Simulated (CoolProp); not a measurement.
Values from CoolProp's reference Helmholtz-energy equation of state, Akasaka 2023.

Q: Give the vapour pressure (MPa), vapour density (kg/m³), enthalpy of vaporisation (kJ/kg), liquid cp (kJ/(kg K)) of saturated R1336mzz(E) at 41.25, 63.25 °C.

A: 
| T (°C) | p (MPa) | vapour density (kg/m³) | enthalpy of vaporisation (kJ/kg) | liquid cp (kJ/(kg K)) |
|---|---|---|---|---|
| 41.25 | 0.331 | 23.4 | 135 | 1.27 |
| 63.25 | 0.622 | 44.5 | 121 | 1.32 |
